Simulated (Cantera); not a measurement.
Cantera with NASA thermochemical tables; ideal gases at 1 bar, condensed phases pure. Values are per mole of reaction as written; species without (g) are pure solids or liquids, kept so even where they would boil at 1 bar.

a) Ca + Cl2(g) = CaCl2
b) H2(g) + Cl2(g) = 2 HCl(g)
c) Mg + Cl2(g) = MgCl2(g)
d) 0.5 Ti + Cl2(g) = 0.5 TiCl4
e) 0.6667 Ti + Cl2(g) = 0.6667 TiCl3

Q: Order these by ΔG° at 443 K, most negative first.

A: a (-725 kJ), e (-415 kJ), c (-402 kJ), d (-353 kJ), b (-193 kJ)
